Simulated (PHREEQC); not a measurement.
Brine: speciation

Dissolve 0.37 mol MgSO4 and 0.43 mol MgCl2 per kg of water at 60 °C. Closed to the air; pH follows from the charge balance.

Computed with PHREEQC (Pitzer model, pitzer.dat).

No solid was allowed to form.

Question: What activity of water, osmotic coefficient, density does the model give?

Answer: activity of water 0.971; osmotic coefficient 0.803; density 1.057 g/cm³.

Species that the database lacks are ignored. Away from 25 °C the constants follow the database's enthalpies or fits; those with neither stay at their 25 °C values.
